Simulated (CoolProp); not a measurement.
Properties of sulfur dioxide at several states (Tc = 430.6 K, pc = 7.887 MPa, ω = 0.256).

Computed with CoolProp (reference Helmholtz-energy equation of state, Gao 2016).

```tsv
T (K)	p (MPa)	phase	Joule-Thomson coefficient (K/MPa)	expansivity (1/kK)
217.2	26.9	liquid	-0.3148	(withheld)
368	2.42	gas	20.01	(withheld)
463.3	0.443	gas	(withheld)	2.279
257.8	1.14	liquid	(withheld)	1.750
362.7	0.155	gas	(withheld)	2.883
```

### Question
Fill in the missing entries.

### Answer

- 217.2, expansivity (1/kK): 1.455
- 368, expansivity (1/kK): 6.772
- 463.3, Joule-Thomson coefficient (K/MPa): 10.24
- 257.8, Joule-Thomson coefficient (K/MPa): -0.2737
- 362.7, Joule-Thomson coefficient (K/MPa): 20.27
